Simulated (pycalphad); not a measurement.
An equivalent pycalphad script:

```python
from pycalphad import Database, equilibrium, calculate, variables as v
import numpy as np
db = Database('COST507.tdb')
comps = ['MG', 'SI', 'VA']
phases = ['DIAMOND_A4', 'HCP_A3', 'LIQUID', 'MG2SI']
eq = equilibrium(db, comps, phases, {v.X('SI'): 0.4, v.T: np.arange(1650, 349, -25), v.P: 101325, v.N: 1}, output=['HM', 'SM'])
```

CALPHAD calculation (pycalphad, COST 507 light-alloy database (1999)), 1 atm. No gas phase is included, though pure Mg would boil below 1377 °C. The data set is of 1999 and partly superseded. Amounts are mole fractions of atoms. Kinetics are ignored, which matters at the lower temperatures.

Results at three of the temperatures:

```
T = 1650.00 K, P = 101325 Pa, N = 1 mol of atoms
G = -104619 J/mol, H = 45591 J/mol, S = 91.04 J/(mol K)  (SER reference)
chemical potentials (J/mol): Mg -117160, Si -85808
phase             fraction      x(Mg)      x(Si)
LIQUID              1.0000     0.6000     0.4000
```

```
T = 1625.00 K, P = 101325 Pa, N = 1 mol of atoms
G = -102350 J/mol, H = 44803 J/mol, S = 90.56 J/(mol K)  (SER reference)
chemical potentials (J/mol): Mg -114750, Si -83749
phase             fraction      x(Mg)      x(Si)
LIQUID              1.0000     0.6000     0.4000
```

```
T = 725.00 K, P = 101325 Pa, N = 1 mol of atoms
G = -42482 J/mol, H = -9373 J/mol, S = 45.67 J/(mol K)  (SER reference)
chemical potentials (J/mol): Mg -58504, Si -18450
phase             fraction      x(Mg)      x(Si)
MG2SI               0.9000     0.6667     0.3333
DIAMOND_A4          0.1000       none     1.0000
```

Changes of the phase set, refined by bisection:

| T (°C) | phases above | phases below |
|---|---|---|
| 1061.4 | liquid | liquid + MG2SI |
| 943.5 | liquid + MG2SI | diamond (Si) + MG2SI |

Database names, with the compositions (at.%) that they take in these runs: MG2SI: Mg 67 Si 33. DIAMOND_A4 is diamond (Si). An entry "none" or "no" means that the model of the phase leaves that element out.
